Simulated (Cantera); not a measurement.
# Ammonia decomposition in nitride growth gas

A perfectly stirred reactor is fed with 6.67 % NH3, 93.3 % H2, at 1.00 bar; it is held at 1725 K, and followed from long to short residence time.

Detailed kinetics in Cantera: the gas-phase N/H chemistry of the illustrative SiF4/NH3 mechanism in the Surface Chemkin manual (1991). Walls and surfaces, which speed up NH3 decomposition in real reactors, are not modelled.

```tsv
τ (s)	x NH3	x H2	x N2	x N	x N2H4
4.5	0.0419	0.946	0.0116	9.03e-9	2.22e-9
2.1	0.0505	0.942	0.00756	1.03e-8	3.12e-9
0.95	0.0575	0.938	0.00428	1.13e-8	3.93e-9
0.44	0.0619	0.936	0.00224	1.18e-8	4.46e-9
0.20	0.0643	0.934	0.00107	1.19e-8	4.74e-9
0.092	0.0656	0.934	0.000497	1.17e-8	4.80e-9
0.042	0.0662	0.933	0.000217	1.09e-8	4.65e-9
0.019	0.0665	0.933	8.66e-5	9.35e-9	4.21e-9
0.0090	0.0666	0.933	3.14e-5	6.75e-9	3.40e-9
0.0041	0.0666	0.933	7.94e-6	3.26e-9	2.09e-9
0.0019	0.0666	0.933	1.28e-6	8.50e-10	8.54e-10
```
x: mole fraction; the columns are a selection and need not sum to one.
